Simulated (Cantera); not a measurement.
A closed system holds: 1 mol CuO, 0.34 mol CH4, 0.19 mol N2, equilibrated at 1825 °C and 0.310 bar.

Method: chemical equilibrium by Gibbs-energy minimisation in Cantera with the NASA 1993 tables (ideal gas, pure condensed phases). Candidate condensed phases: C, C6H6, C7H8, C8H18, Cu, CuO, Cu(OH)2, Cu2O, H2O; 139 gas species. The numbers say what is thermodynamically allowed, not how fast it happens.

Base state: H2O 0.416, CO 0.162, N2 0.152, H2 0.125, CO2 0.109, Cu 0.0330, H 0.00195, OH 0.000773 (mole fractions); condensed: Cu(l).

**Question.** What changes in the equilibrium state with this change: temperature from 1825 °C to 1525 °C?

**Answer.** 
```
species       before    after
----------  --------  -------
H2O            0.416    0.421
CO             0.162    0.157
N2             0.152    0.157
Cu            0.0330  0.00171
H2             0.125    0.140
CO2            0.109    0.124
O2           1.23e-5  8.14e-8
Cu2         0.000187  3.24e-6
NO           3.32e-5  1.15e-6
OH          0.000773  4.67e-5
Cu(l), mol     0.958    0.998
```
